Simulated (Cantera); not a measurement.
Input: 1 mol V₂O₅, 2000 mol H₂, held at 23.3 Torr.

Equilibrium computed with Cantera from the NASA thermochemical tables; the gas is ideal and each condensed phase is pure. Candidate condensed phases: H₂O, V, VO, V₂O₃, V₂O₄, V₂O₅; 12 gas species. VO: taken at fixed stoichiometry. The numbers say what is thermodynamically allowed, not how fast it happens.

Q: Which condensed phases are stable at each of these points (T (K)): 1873, 1898, 1923, 1948, 1973, 1998, 2023, 2048, 2073, 2098, 2123, 2148, 2173?

A: 
```
T (K)  condensed phases  V condensed (%)
-----  ----------------  ---------------
1873              VO(s)             98.7
1898              VO(s)             98.0
1923              VO(s)             97.0
1948              VO(s)             95.5
1973              VO(s)             93.3
1998              VO(s)             90.1
2023              VO(s)             85.5
2048              VO(s)             78.8
2073              VO(l)             69.8
2098              VO(l)             58.1
2123              VO(l)             42.2
2148              VO(l)             20.8
2173           gas only              0.0
```

From 1873 K to 2048 K the condensed part is VO(s). From 2073 K to 2148 K the condensed part is VO(l). At 2173 K nothing is condensed.
